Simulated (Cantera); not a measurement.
Feed: 1 mol BF3, 3.4 mol H2, 24 mol N2, 25 mol NH3, held at 2325 K and 68.0 Pa.

These are equilibrium values from Cantera (NASA tables, ideal gas, pure condensed phases), not measurements of a reactor. Candidate condensed phases: B, BN; 31 gas species. The tables' values for BF2 are old estimates; treat these amounts as uncertain. Rates play no part.

Base state: N2 0.405, H2 0.323, H 0.240, HF 0.0219, BF 0.0108, BF2 0.000275, B 2.18e-5, F 2.08e-5 (mole fractions); condensed: gas only.

What changes in the equilibrium state with this change: temperature from 2325 K to 1900 K?


| species | before | after |
|---|---|---|
| H2 | 0.323 | 0.489 |
| N2 | 0.405 | 0.455 |
| HF | 0.0219 | 0.0222 |
| H | 0.240 | 0.0213 |
| BF | 0.0108 | 0.0100 |
| BF3 | 2.74e-6 | 0.000353 |
| B | 2.18e-5 | 2.26e-7 |
| F | 2.08e-5 | 2.59e-7 |

What changes in the equilibrium state with this change: pressure from 68.0 Pa to 1330 Pa?


| species | before | after |
|---|---|---|
| H2 | 0.323 | 0.455 |
| N2 | 0.405 | 0.445 |
| H | 0.240 | 0.0643 |
| HF | 0.0219 | 0.0232 |
| BF | 0.0108 | 0.0110 |
| BHF2 | 9.61e-7 | 2.04e-5 |
| BF3 | 2.74e-6 | 4.36e-5 |
| F | 2.08e-5 | 4.19e-6 |
| BF2 | 0.000275 | 0.00111 |
| B | 2.18e-5 | 5.63e-6 |
